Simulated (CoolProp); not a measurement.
Vapour-liquid equilibrium of isobutane (1) + n-butane (2) at 0.415 MPa; x and y are mole fractions of (1).

The numbers come from the multi-fluid Helmholtz-energy mixture model, Bücker 2006 and Bücker 2006; pair parameters Kunz 2012 in CoolProp.

Problem. Give the bubble temperature and the first vapour's composition at x = 0.2, 0.875, 0.95. Is there an azeotrope?

Solution. x = 0.2: 313.7 K, y = 0.251; x = 0.875: 305.4 K, y = 0.905; x = 0.95: 304.6 K, y = 0.963. No azeotrope shows between x = 0.05 and 0.95.

The pair parameters rest on a limited set of measurements; away from them the model extrapolates.
